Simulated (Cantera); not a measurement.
# Thermodynamics of iron carbonyl, mercury and lead vapours, feed PbO + O2 + H2

A closed system holds: 1 mol PbO, 0.013 mol O2, a varied amount of H2, equilibrated at 1300 K and 0.000170 bar.

Method: chemical equilibrium by Gibbs-energy minimisation in Cantera with the NASA 1993 tables (ideal gas, pure condensed phases). Candidate condensed phases: H2O, Pb, PbO, PbO2, Pb3O4; 12 gas species. Rates play no part.

From 0.2 mol H2 to 86 mol H2 nothing is condensed. The main Pb-bearing gas is PbO at 0.2 mol H2 and Pb at 86 mol H2.

```
n(H2) (mol)     x H2    x PbO   x H2O    x Pb      x O2      x H     x OH
-----------  -------  -------  ------  ------  --------  -------  -------
0.2          5.17e-6    0.575   0.160   0.223    0.0422  1.93e-7  7.78e-5
0.34         1.20e-5    0.464   0.249   0.268    0.0191  2.94e-7  7.96e-5
0.59         4.17e-5    0.266   0.370   0.360   0.00348  5.48e-7  6.34e-5
1            0.00140   0.0144   0.499   0.486   5.60e-6  3.18e-6  1.47e-5
1.8            0.276  3.95e-5   0.366   0.357  7.78e-11  4.46e-5  7.72e-7
3.1            0.506  1.01e-5   0.250   0.244  1.08e-11  6.03e-5  3.90e-7
5.4            0.683  3.06e-6   0.160   0.156  2.44e-12  7.01e-5  2.15e-7
9.4            0.805  9.82e-7  0.0986  0.0961    <1e-12  7.61e-5  1.22e-7
16             0.881  3.36e-7  0.0604  0.0588    <1e-12  7.96e-5  7.12e-8
28             0.930  1.09e-7  0.0354  0.0345    <1e-12  8.18e-5  4.06e-8
49             0.959  3.57e-8  0.0205  0.0200    <1e-12  8.31e-5  2.32e-8
86             0.977  1.16e-8  0.0118  0.0115    <1e-12  8.38e-5  1.32e-8
```
x: gas mole fraction; nothing condenses.
